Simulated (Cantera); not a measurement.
**Thermodynamics of hydrogen reduction and annealing atmospheres, feed Nb2O5 + H2 + H2O**

Feed: 1 mol Nb2O5, 940 mol H2, 4.3 mol H2O, equilibrated at 1.33 mbar.

Cantera equilibrium calculation (NASA polynomials, part measured and part estimated; ideal gas, pure solids and liquids). Candidate condensed phases: H2O, Nb, NbO, NbO2, Nb2O5; 12 gas species. Mutual solubility and eutectic melting of coexisting phases are not modelled. NbO: taken at fixed stoichiometry. Condensed phases not in the tables: the oxides between NbO2 and Nb2O5. Rates play no part.

```csv
T (K),x H2,x H,x H2O,x NbO2,x NbO,x OH,n NbO2(s),n NbO(s)
1475,0.994,0.000354,0.00561,2.15e-8,7.59e-11,5.24e-8,2.00,0
1525,0.994,0.000646,0.00561,9.64e-8,5.04e-10,1.13e-7,2.00,0
1575,0.993,0.00113,0.00561,3.92e-7,2.96e-9,2.33e-7,2.00,0
1625,0.992,0.00192,0.00561,1.46e-6,1.55e-8,4.58e-7,2.00,0
1675,0.991,0.00317,0.00560,4.99e-6,7.33e-8,8.66e-7,2.00,0
1725,0.989,0.00506,0.00560,1.59e-5,3.16e-7,1.58e-6,1.98,0
1775,0.986,0.00787,0.00559,4.73e-5,1.25e-6,2.78e-6,1.95,0
1825,0.981,0.0119,0.00657,0.000132,3.87e-6,5.59e-6,0.929,0.942
1875,0.975,0.0177,0.00732,0.000326,1.10e-5,1.04e-5,0,1.68
1925,0.967,0.0257,0.00695,0.000658,2.95e-5,1.60e-5,0,1.34
1975,0.956,0.0366,0.00633,0.00123,7.51e-5,2.31e-5,0,0.746
2025,0.941,0.0511,0.00559,0.00190,0.000161,3.17e-5,0,0
2075,0.922,0.0701,0.00554,0.00185,0.000191,4.81e-5,0,0
2125,0.898,0.0943,0.00548,0.00179,0.000222,7.14e-5,0,0
```
x: gas mole fraction; n: condensed amount in mol.

From 1475 K to 1775 K the condensed part is NbO2(s). At 1825 K the condensed part is NbO(s) + NbO2(s). From 1875 K to 1975 K the condensed part is NbO(s). From 2025 K to 2125 K nothing is condensed. The main Nb-bearing gas is NbO2 throughout.
